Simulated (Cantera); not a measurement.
A perfectly stirred reactor is fed with 6.28 % CH4, 19.6 % O2, 74.1 % N2, at 9.87 atm; it is adiabatic with a 673 K inlet, and is followed from long to short residence time, starting on the burning branch (τ in s: 0.36, 0.13, 0.044, 0.015, 0.0052, 0.0018, 0.00063, 0.00022, 7.6e-05, 2.6e-05, 9.2e-06).

Model: GRI-Mech 3.0 (53 species, 325 reactions), integrated in Cantera.

Q: Predict: blow-out, bracketed by the residence times tried; x(CH4) at τ = 0.360 s; x(O2) at τ = 0.360 s; x(HO2) at τ = 0.360 s; x(CO2) at τ = 0.360 s; x(NO) at τ = 0.360 s; x(CH4) at τ = 1.80 ms; x(O2) at τ = 1.80 ms; x(HO2) at τ = 1.80 ms; x(CO2) at τ = 1.80 ms; x(NO) at τ = 1.80 ms.

A: 
| Item | Value |
|---|---|
| blow-out, bracketed by the residence times tried | burning at 76.0 µs, out at 26.0 µs |
| x(CH4) at τ = 0.360 s | 3.31e-7 |
| x(O2) at τ = 0.360 s | 0.0694 |
| x(HO2) at τ = 0.360 s | 2.72e-6 |
| x(CO2) at τ = 0.360 s | 0.0627 |
| x(NO) at τ = 0.360 s | 0.00137 |
| x(CH4) at τ = 1.80 ms | 3.99e-5 |
| x(O2) at τ = 1.80 ms | 0.0705 |
| x(HO2) at τ = 1.80 ms | 5.85e-6 |
| x(CO2) at τ = 1.80 ms | 0.0617 |
| x(NO) at τ = 1.80 ms | 3.38e-5 |
